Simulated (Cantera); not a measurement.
Low-pressure radical oxidation in H2/O2

An isothermal, constant-pressure homogeneous reactor starts with 6.54 % H2, 66.8 % O2, 26.7 % N2, at 1025 K and 0.00850 bar.

Model: the H2/O2 subset of GRI-Mech 3.0, which has no nitrogen chemistry, integrated in Cantera. Radical loss at walls, strong at low pressure, is not modelled. The temperature is held fixed by assumption; the heat of reaction is taken as removed at once.

```csv
t (s),x H2,x O2,x H2O2,x H2O,x H
3.00e-6,0.0654,0.668,<1e-12,<1e-12,1.57e-12
8.46e-6,0.0654,0.668,<1e-12,<1e-12,4.38e-12
2.38e-5,0.0654,0.668,<1e-12,<1e-12,1.20e-11
6.72e-5,0.0654,0.668,<1e-12,<1e-12,3.20e-11
0.000189,0.0654,0.668,<1e-12,1.40e-11,8.42e-11
0.000534,0.0654,0.668,<1e-12,2.12e-10,2.83e-10
0.00151,0.0654,0.668,<1e-12,5.06e-9,2.89e-9
0.00424,0.0654,0.668,6.78e-12,2.42e-6,1.18e-6
0.0120,0.00534,0.633,1.09e-7,0.0480,0.0214
0.0337,0.00117,0.640,6.20e-8,0.0600,0.00912
0.0950,0.000370,0.651,7.26e-8,0.0658,0.00152
0.268,5.41e-5,0.656,6.45e-8,0.0673,8.29e-5
0.755,6.34e-6,0.656,3.70e-8,0.0676,3.51e-6
2.13,9.15e-7,0.656,1.60e-8,0.0676,2.08e-7
6.00,1.76e-7,0.656,6.34e-9,0.0676,1.90e-8
```
x: mole fraction; the columns are a selection and need not sum to one.

Equilibrium at this temperature and pressure: H2 1.65e-10, O2 0.656, H2O2 1.94e-11, H2O 0.0676, H <1e-12 (gas phase only).
